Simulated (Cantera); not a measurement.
A perfectly stirred reactor is fed with C₃H₈ : O₂ : N₂ = 1 : 6.76 : 25.4 (molar parts), at 1.01 bar; it is adiabatic with a 650 K inlet, and is followed from long to short residence time, starting on the burning branch (τ in s: 0.2, 0.074, 0.027, 0.01, 0.0037, 0.0014, 0.0005, 0.00018, 6.7e-05, 2.5e-05).

Detailed kinetics in Cantera: GRI-Mech 3.0 (53 species, 325 reactions). GRI-Mech 3.0 was tuned for natural gas; its chemistry of propane as a main component is partial and can be far from experiment.

Q: What does this change do: inlet temperature 650 to 550 K?

A: 
```csv
quantity,before,after
"blow-out, bracketed by the residence times tried","burning at 67.0 µs, out at 25.0 µs","burning at 67.0 µs, out at 25.0 µs"
x(C₃H₈) at τ = 0.200 s,8.76e-8,1.20e-7
x(O₂) at τ = 0.200 s,0.0505,0.0509
x(CH₂O) at τ = 0.200 s,1.47e-7,1.82e-7
x(CO) at τ = 0.200 s,0.00244,0.00169
x(H) at τ = 0.200 s,0.000150,9.38e-5
x(C₃H₈) at τ = 1.40 ms,5.75e-6,6.94e-6
x(O₂) at τ = 1.40 ms,0.0557,0.0556
x(CH₂O) at τ = 1.40 ms,9.46e-6,1.04e-5
x(CO) at τ = 1.40 ms,0.0127,0.0118
x(H) at τ = 1.40 ms,0.00219,0.00205
```

Q: What does this change do: pressure from 1.01 bar to 7.30 bar?

A: 
```json
[
 {"quantity": "blow-out, bracketed by the residence times tried", "before": "burning at 67.0 µs, out at 25.0 µs", "after": "burning at 25.0 µs, the shortest tried"},
 {"quantity": "x(C₃H₈) at τ = 0.200 s", "before": "8.76e-8", "after": "2.28e-8"},
 {"quantity": "x(O₂) at τ = 0.200 s", "before": "0.0505", "after": "0.0494"},
 {"quantity": "x(CH₂O) at τ = 0.200 s", "before": "1.47e-7", "after": "3.33e-8"},
 {"quantity": "x(CO) at τ = 0.200 s", "before": "0.00244", "after": "0.000939"},
 {"quantity": "x(H) at τ = 0.200 s", "before": "0.000150", "after": "3.38e-5"},
 {"quantity": "x(C₃H₈) at τ = 1.40 ms", "before": "5.75e-6", "after": "2.43e-6"},
 {"quantity": "x(O₂) at τ = 1.40 ms", "before": "0.0557", "after": "0.0520"},
 {"quantity": "x(CH₂O) at τ = 1.40 ms", "before": "9.46e-6", "after": "3.39e-6"},
 {"quantity": "x(CO) at τ = 1.40 ms", "before": "0.0127", "after": "0.00295"},
 {"quantity": "x(H) at τ = 1.40 ms", "before": "0.00219", "after": "0.000129"}
]
```
